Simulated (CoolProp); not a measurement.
Saturation properties of R1123.

The numbers come from the reference Helmholtz-energy equation of state, Akasaka 2020 in CoolProp.

```json
[
 {"T (K)": "228.1", "p (MPa)": "0.2182", "liquid density (kg/m³)": "1293", "vapour density (kg/m³)": "10.07"},
 {"T (K)": "236", "p (MPa)": "0.3037", "liquid density (kg/m³)": "1266", "vapour density (kg/m³)": "13.78"},
 {"T (K)": "243.9", "p (MPa)": "0.4126", "liquid density (kg/m³)": "1238", "vapour density (kg/m³)": "18.48"},
 {"T (K)": "251.8", "p (MPa)": "0.5488", "liquid density (kg/m³)": "1209", "vapour density (kg/m³)": "24.38"},
 {"T (K)": "259.8", "p (MPa)": "0.7184", "liquid density (kg/m³)": "1179", "vapour density (kg/m³)": "31.81"},
 {"T (K)": "267.7", "p (MPa)": "0.9217", "liquid density (kg/m³)": "1147", "vapour density (kg/m³)": "40.88"},
 {"T (K)": "275.6", "p (MPa)": "1.165", "liquid density (kg/m³)": "1112", "vapour density (kg/m³)": "52.07"},
 {"T (K)": "283.5", "p (MPa)": "1.453", "liquid density (kg/m³)": "1075", "vapour density (kg/m³)": "65.90"},
 {"T (K)": "291.4", "p (MPa)": "1.790", "liquid density (kg/m³)": "1035", "vapour density (kg/m³)": "83.11"},
 {"T (K)": "299.4", "p (MPa)": "2.189", "liquid density (kg/m³)": "990.3", "vapour density (kg/m³)": "105.1"},
 {"T (K)": "307.3", "p (MPa)": "2.644", "liquid density (kg/m³)": "939.5", "vapour density (kg/m³)": "133.4"},
 {"T (K)": "315.2", "p (MPa)": "3.169", "liquid density (kg/m³)": "879.1", "vapour density (kg/m³)": "171.8"},
 {"T (K)": "323.1", "p (MPa)": "3.772", "liquid density (kg/m³)": "799.8", "vapour density (kg/m³)": "230.0"}
]
```

It boils at 211.9 K under 1 atm.
